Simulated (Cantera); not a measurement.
A closed system holds: 1 mol SiCl₄, 0.6 mol Cl₂, 6.2 mol H₂, held at 1048 K and 0.460 bar.

Cantera equilibrium calculation (NASA polynomials, part measured and part estimated; ideal gas, pure solids and liquids). Candidate condensed phases: Si; 19 gas species. The tables' values for SiCl₃ are old estimates; treat these amounts as uncertain. Kinetics and transport are ignored.

Base state: H₂ 0.712, HCl 0.160, SiCl₄ 0.122, SiHCl₃ 0.00557, SiCl₃ 0.000305, SiH₂Cl₂ 2.89e-5, SiCl₂ 1.40e-5 (mole fractions); condensed: gas only.

Problem. What changes in the equilibrium state with this change: 0.081 mol HF added?

Solution. 
```tsv
species	before	after
H₂	0.712	0.705
HCl	0.160	0.168
SiCl₄	0.122	0.119
SiF₄	0	0.00248
SiHF₃	0	9.11e-5
HF	0	8.76e-5
```

Problem. What changes in the equilibrium state with this change: Cl₂ from 0.6 to 1.3 mol?

Solution. 
```
species   before    after
-------  -------  -------
H₂         0.712    0.574
HCl        0.160    0.308
SiCl₄      0.122    0.115
SiH₂Cl₂  2.89e-5  4.76e-6
SiCl₂    1.40e-5  2.85e-6
SiHCl₃   0.00557  0.00220
```
